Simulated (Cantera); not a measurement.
An adiabatic, constant-volume homogeneous reactor starts with CH4 : H2 : O2 : N2 = 1 : 0.1 : 5.39 : 20.3 (molar parts), equivalence ratio 0.38, at 1475 K and 0.987 atm. Integrator tolerance rtol = 1e-08.

Computed with Cantera and GRI-Mech 3.0 (53 species, 325 reactions).

Problem. What does this change do: O2 5.39 to 7.2 parts?

Solution. 
```csv
quantity,before,after
time of steepest temperature rise,0.677 ms,0.538 ms
temperature at 0.200 s,2395 K,2344 K
equilibrium temperature,2395 K,2344 K
x(CH4) at 0.200 s,<1e-12 (gas-phase equilibrium <1e-12),<1e-12 (gas-phase equilibrium <1e-12)
x(H2) at 0.200 s,0.000601 (gas-phase equilibrium 0.000601),0.000358 (gas-phase equilibrium 0.000358)
x(O2) at 0.200 s,0.116 (gas-phase equilibrium 0.116),0.171 (gas-phase equilibrium 0.171)
x(O) at 0.200 s,0.00227 (gas-phase equilibrium 0.00227),0.00210 (gas-phase equilibrium 0.00210)
x(CH2CO) at 0.200 s,<1e-12 (gas-phase equilibrium <1e-12),<1e-12 (gas-phase equilibrium <1e-12)
x(CO) at 0.200 s,0.00170 (gas-phase equilibrium 0.00170),0.000997 (gas-phase equilibrium 0.000997)
```

Problem. What does this change do: O2 5.39 to 2.5 parts?

Solution. 
| quantity | before | after |
|---|---|---|
| time of steepest temperature rise | 0.677 ms | 1.59 ms |
| temperature at 0.200 s | 2395 K | 2482 K |
| equilibrium temperature | 2395 K | 2482 K |
| x(CH4) at 0.200 s | <1e-12 (gas-phase equilibrium <1e-12) | <1e-12 (gas-phase equilibrium <1e-12) |
| x(H2) at 0.200 s | 0.000601 (gas-phase equilibrium 0.000601) | 0.00256 (gas-phase equilibrium 0.00256) |
| x(O2) at 0.200 s | 0.116 (gas-phase equilibrium 0.116) | 0.0180 (gas-phase equilibrium 0.0180) |
| x(O) at 0.200 s | 0.00227 (gas-phase equilibrium 0.00227) | 0.00138 (gas-phase equilibrium 0.00138) |
| x(CH2CO) at 0.200 s | <1e-12 (gas-phase equilibrium <1e-12) | <1e-12 (gas-phase equilibrium <1e-12) |
| x(CO) at 0.200 s | 0.00170 (gas-phase equilibrium 0.00170) | 0.00672 (gas-phase equilibrium 0.00672) |

Problem. What does this change do: pressure from 0.987 atm to 12.8 atm?

Solution. 
| quantity | before | after |
|---|---|---|
| time of steepest temperature rise | 0.677 ms | 86.2 µs |
| temperature at 0.200 s | 2395 K | 2433 K |
| equilibrium temperature | 2395 K | 2433 K |
| x(CH4) at 0.200 s | <1e-12 (gas-phase equilibrium <1e-12) | <1e-12 (gas-phase equilibrium <1e-12) |
| x(H2) at 0.200 s | 0.000601 (gas-phase equilibrium 0.000601) | 0.000207 (gas-phase equilibrium 0.000207) |
| x(O2) at 0.200 s | 0.116 (gas-phase equilibrium 0.116) | 0.116 (gas-phase equilibrium 0.116) |
| x(O) at 0.200 s | 0.00227 (gas-phase equilibrium 0.00227) | 0.000765 (gas-phase equilibrium 0.000765) |
| x(CH2CO) at 0.200 s | <1e-12 (gas-phase equilibrium <1e-12) | <1e-12 (gas-phase equilibrium <1e-12) |
| x(CO) at 0.200 s | 0.00170 (gas-phase equilibrium 0.00170) | 0.000599 (gas-phase equilibrium 0.000599) |
The pressure lies above the range GRI-Mech 3.0 was tuned for (to about 10 atm).
